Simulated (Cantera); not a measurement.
An adiabatic, constant-pressure homogeneous reactor starts with C3H8 : O2 : N2 = 1 : 10.6 : 40 (molar parts), at 1775 K and 5.00 bar. Integrator tolerance rtol = 1e-08.

Computed with Cantera and GRI-Mech 3.0 (53 species, 325 reactions). GRI-Mech 3.0 was tuned for natural gas; its chemistry of propane as a main component is partial and can be far from experiment.

Question: What does this change do: O2 10.6 to 15 parts?

Answer: 
```json
[
 {"quantity": "time of steepest temperature rise", "before": "4.02 µs", "after": "3.63 µs"},
 {"quantity": "temperature at 2.00 s", "before": "2622 K", "after": "2565 K"},
 {"quantity": "equilibrium temperature", "before": "2622 K", "after": "2565 K"},
 {"quantity": "x(C3H8) at 2.00 s", "before": "<1e-12 (gas-phase equilibrium <1e-12)", "after": "<1e-12 (gas-phase equilibrium <1e-12)"},
 {"quantity": "x(O2) at 2.00 s", "before": "0.0954 (gas-phase equilibrium 0.0954)", "after": "0.162 (gas-phase equilibrium 0.162)"},
 {"quantity": "x(CH2O) at 2.00 s", "before": "1.08e-11 (gas-phase equilibrium 1.08e-11)", "after": "3.34e-12 (gas-phase equilibrium 3.34e-12)"},
 {"quantity": "x(C2H) at 2.00 s", "before": "<1e-12 (gas-phase equilibrium <1e-12)", "after": "<1e-12 (gas-phase equilibrium <1e-12)"},
 {"quantity": "x(C2H6) at 2.00 s", "before": "<1e-12 (gas-phase equilibrium <1e-12)", "after": "<1e-12 (gas-phase equilibrium <1e-12)"}
]
```
